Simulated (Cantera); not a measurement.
A perfectly stirred reactor is fed with 13.6 % CH4, 18.1 % O2, 68.3 % N2, equivalence ratio 1.5, at 5700 Torr; it is adiabatic with a 675 K inlet, and is followed from long to short residence time, starting on the burning branch (τ in s: 0.36, 0.11, 0.035, 0.011, 0.0034, 0.0011, 0.00033, 0.0001, 3.2e-05, 9.9e-06).

Computed with Cantera and GRI-Mech 3.0 (53 species, 325 reactions).

One state of this run: T (K) = 2047; x CH4 = 0.0113; x O2 = 0.0154; x CO = 0.0735; x C2H4 = 0.000667; x NO2 = 3.38e-9; x O = 2.66e-5; x HO2 = 1.25e-5. x: mole fraction; the columns are a selection and need not sum to one.

Question: Which value of τ (s) does it belong to?
A. 0.11
B. 0.00010
C. 0.011
D. 3.2e-5

Answer: B, 0.00010
